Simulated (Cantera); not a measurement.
A closed system holds: 1 mol ZrN, 1.6 mol H₂, equilibrated at 2200 °C and 7.70 bar.

These are equilibrium values from Cantera (NASA tables, ideal gas, pure condensed phases), not measurements of a reactor. Candidate condensed phases: Zr, ZrN; 11 gas species. ZrN: taken at fixed stoichiometry. Equilibrium is a limit: real reactors are often held back by kinetics, nucleation or transport.

Base state: H₂ 0.992, H 0.00800 (mole fractions); condensed: ZrN(s).

Task: What changes in the equilibrium state with this change: temperature from 2200 °C to 2302 °C?

Result: 
| species | before | after |
|---|---|---|
| H₂ | 0.992 | 0.988 |
| H | 0.00800 | 0.0124 |
| ZrN(s), mol | 1.000 | 1.000 |
